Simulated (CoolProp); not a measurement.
Vapour-liquid equilibrium of R114 (1) + n-pentane (2) at 99.5 kPa; x and y are mole fractions of (1).

Computed with CoolProp (multi-fluid Helmholtz-energy mixture model, Platzer 1990 and Thol 2019; pair parameters Bell 2016). This equation is an older, rougher fit; its heat capacities, sound speeds and derivatives of the liquid may be far off and weren't checked against measurements.

### Question
Give the bubble temperature and the first vapour's composition at x = 0.05, 0.2, 0.35. Is there an azeotrope?

### Answer
x = 0.05: 303.6 K, y = 0.197; x = 0.2: 293.3 K, y = 0.523; x = 0.35: 287.4 K, y = 0.677. No azeotrope shows between x = 0.05 and 0.95.

The pair parameters rest on a limited set of measurements; away from them the model extrapolates.
